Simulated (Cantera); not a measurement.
Input (Python, Cantera):

```python
import numpy as np
import cantera as ct

gas = ct.Solution("gri30.yaml")
gas.TPX = 350, 101325, {'CH4': 1, 'CO': 0.067, 'O2': 2.95, 'N2': 8.84}
inlet = ct.Reservoir(gas, clone=True)
gas.equilibrate("HP")  # start burning
reactor = ct.IdealGasConstPressureReactor(gas, energy="on", clone=False)
exhaust = ct.Reservoir(gas, clone=True)
tau = [0.028, 0.015, 0.0077, 0.0041, 0.0022, 0.0011, 0.0006, 0.00032, 0.00017, 8.9e-05, 4.7e-05][0]
for a, b in ((inlet, reactor), (reactor, exhaust)):
    ct.MassFlowController(a, b, mdot=lambda t: reactor.mass / tau)
net = ct.ReactorNet([reactor])
show = ['CH4', 'CO', 'O2', 'NO', 'H2']

rows = []
print(f"{'tau/s':>10s}{'T/K':>9s}" + "".join(f"{s:>11s}" for s in show))
for tau in [0.028, 0.015, 0.0077, 0.0041, 0.0022, 0.0011, 0.0006, 0.00032, 0.00017, 8.9e-05, 4.7e-05]:
    net.initial_time = 0.0
    net.advance(30 * tau)
    before = gas.X
    net.advance(40 * tau)
    drift = np.max(np.abs(gas.X - before) / (gas.X + 1e-9))
    rows.append([gas.T, *gas[show].X, drift])
    print(f"{tau:10.3e}{gas.T:9.1f}" + "".join(f"{x:11.3e}" for x in gas[show].X))
```

Output:

```
     tau/s      T/K        CH4         CO         O2         NO         H2
 2.800e-02   2054.9  1.176e-05  1.687e-03  7.117e-02  1.750e-04  5.793e-04
 1.500e-02   2045.2  1.834e-05  2.313e-03  7.136e-02  1.261e-04  7.822e-04
 7.700e-03   2029.7  2.887e-05  3.314e-03  7.167e-02  9.083e-05  1.111e-03
 4.100e-03   2009.1  4.418e-05  4.657e-03  7.215e-02  6.667e-05  1.557e-03
 2.200e-03   1982.0  6.790e-05  6.436e-03  7.285e-02  4.897e-05  2.147e-03
 1.100e-03   1942.5  1.124e-04  9.036e-03  7.402e-02  3.493e-05  2.984e-03
 6.000e-04   1899.2  1.811e-04  1.196e-02  7.551e-02  2.620e-05  3.854e-03
 3.200e-04   1844.7  3.139e-04  1.593e-02  7.781e-02  1.915e-05  4.846e-03
 1.700e-04   1777.6  6.006e-04  2.159e-02  8.161e-02  1.287e-05  5.887e-03
 8.900e-05   1682.9  1.490e-03  3.143e-02  8.963e-02  6.438e-06  7.138e-03
 4.700e-05    350.0  7.778e-02  5.211e-03  2.294e-01 -5.413e-20 -2.413e-16
```

Cantera simulation using GRI-Mech 3.0 (53 species, 325 reactions); the numbers are that mechanism's predictions, not measurements.
